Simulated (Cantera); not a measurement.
Cantera run:

```python
import numpy as np
import cantera as ct

gas_names = """
    B BH BH2 BH3 BN BO BO2 B2 B2O B2O2 B2O3 B3O3H3 H HBO HBO2 HNO HNO2 HNO3 HO2 H2 H2O H2O2 H3B3O6 N NH
    NH2 NH3 NH2OH NO NO2 NO3 N2 N2H2 N2H4 N2O O OH O2 O3
""".split()
cond_names = """
    B(b) B(L) BN(s) B2O3(L) B3O3H3(cr) H2O(s) H2O(L)
""".split()


# ... load() reads the species with a 1 bar reference pressure and builds the phases ...
atoms = {
    'B': {'B': 1},
    'O2': {'O': 2},
    'NH3': {'N': 1, 'H': 3},
}
top_T = {'BN(s)': 3200}  # K; cautious upper limits of use, not melting points


# ... equilibrate(T, P, feed) seeds the gas with the atoms and calls Mixture.equilibrate('TP', solver="vcs", rtol=1e-11, max_steps=5000) ...
results = []
feed = {'B': 1, 'O2': 0.67, 'NH3': 4.2}  # mol
P = 1333.22  # Pa
for T in [1773, 1823, 1873, 1923, 1973, 2023, 2073, 2123, 2173, 2223, 2273]:
    mix = equilibrate(T, P, feed)
    results.append((T, P, feed, dict(zip(mix.species_names, mix.species_moles))))

top = {s: max(r[3][s] / sum(r[3][g] for g in gas_names) for r in results) for s in gas_names}
cols = sorted((s for s in top if top[s] > 0.0001), key=lambda s: -top[s])[:6]
seen = [c for c in cond_names if any(r[3].get(c, 0) > 1e-12 for r in results)]
print("log10 of partial pressures in bar; condensed amounts in mol")
print(f"{'T/K':>10s}" + "".join(f"{s[:9]:>10s}" for s in cols + seen))
for T, P, feed, n in results:
    ng = sum(n[g] for g in gas_names)
    print(f"{T:10.4g}" + "".join(f"{np.log10(max(n[s] / ng * P / 1e5, 1e-99)):10.3f}" for s in cols)
          + "".join(f"{n.get(c, 0):10.4g}" for c in seen))
```

Result:

```
log10 of partial pressures in bar; condensed amounts in mol
       T/K        H2        N2         H       HBO        BO      B2O3
      1773    -2.043    -2.503    -4.567    -3.329    -4.589    -3.514
      1823    -2.044    -2.504    -4.385    -3.319    -4.421    -3.532
      1873    -2.046    -2.504    -4.213    -3.312    -4.263    -3.552
      1923    -2.048    -2.505    -4.050    -3.309    -4.116    -3.574
      1973    -2.050    -2.506    -3.895    -3.309    -3.981    -3.598
      2023    -2.053    -2.507    -3.748    -3.313    -3.856    -3.625
      2073    -2.057    -2.509    -3.609    -3.322    -3.741    -3.656
      2123    -2.062    -2.512    -3.476    -3.336    -3.638    -3.691
      2173    -2.068    -2.514    -3.350    -3.356    -3.544    -3.731
      2223    -2.075    -2.518    -3.231    -3.380    -3.460    -3.777
      2273    -2.084    -2.522    -3.118    -3.411    -3.386    -3.830
```

Equilibrium computed with Cantera from the NASA thermochemical tables; the gas is ideal and each condensed phase is pure.
